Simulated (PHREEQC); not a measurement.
1 kg of water holding 24 mmol/kgw Na2SO4 meets 20 L of dry gas (O2 1 by moles) at fixed total pressure, at 200 atm; fugacities by Peng-Robinson. The gases take part in no redox reaction, some water evaporates into the gas, and hydrates or a liquid gas phase aren't modelled. No solid was allowed to form.

All values are PHREEQC results (ion-association model, phreeqc.dat), not measurements.

```csv
T (°C),dissolved O2 (mol/kgw),φ of O2
20,0.187,0.868
30,0.162,0.886
40,0.145,0.902
50,0.133,0.917
60,0.125,0.930
70,0.120,0.942
80,0.117,0.952
90,0.116,0.962
```

Species that the database lacks are ignored. Away from 25 °C the constants follow the database's enthalpies or fits; those with neither stay at their 25 °C values.
